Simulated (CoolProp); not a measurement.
Properties of c-C4F8 (RC318) along the isobar 1.46 MPa (Tc = 115.2 °C, pc = 2.778 MPa, ω = 0.355).

Model: reference Helmholtz-energy equation of state, Platzer 1990, in CoolProp. This equation is an older, rougher fit.

```json
[
 {"T (°C)": "89.95", "phase": "gas", "speed of sound (m/s)": "90.64", "viscosity (µPa s)": "15.8", "fugacity coefficient": "0.7818"},
 {"T (°C)": "105.15", "phase": "gas", "speed of sound (m/s)": "100.2", "viscosity (µPa s)": "16.1", "fugacity coefficient": "0.8123"},
 {"T (°C)": "120.35", "phase": "gas", "speed of sound (m/s)": "107.5", "viscosity (µPa s)": "16.5", "fugacity coefficient": "0.8372"},
 {"T (°C)": "135.55", "phase": "gas", "speed of sound (m/s)": "113.5", "viscosity (µPa s)": "17.0", "fugacity coefficient": "0.8580"},
 {"T (°C)": "150.75", "phase": "gas", "speed of sound (m/s)": "118.7", "viscosity (µPa s)": "17.5", "fugacity coefficient": "0.8756"},
 {"T (°C)": "165.95", "phase": "gas", "speed of sound (m/s)": "123.3", "viscosity (µPa s)": "18.0", "fugacity coefficient": "0.8907"},
 {"T (°C)": "181.25", "phase": "gas", "speed of sound (m/s)": "127.5", "viscosity (µPa s)": "18.6", "fugacity coefficient": "0.9038"},
 {"T (°C)": "196.45", "phase": "gas", "speed of sound (m/s)": "131.4", "viscosity (µPa s)": "19.1", "fugacity coefficient": "0.9152"},
 {"T (°C)": "211.65", "phase": "gas", "speed of sound (m/s)": "135.0", "viscosity (µPa s)": "19.6", "fugacity coefficient": "0.9251"},
 {"T (°C)": "226.85", "phase": "gas", "speed of sound (m/s)": "138.4", "viscosity (µPa s)": "20.1", "fugacity coefficient": "0.9339"}
]
```

Viscosity comes from a separate model (Huber 2003), an estimate that may be off by 10 % or more.
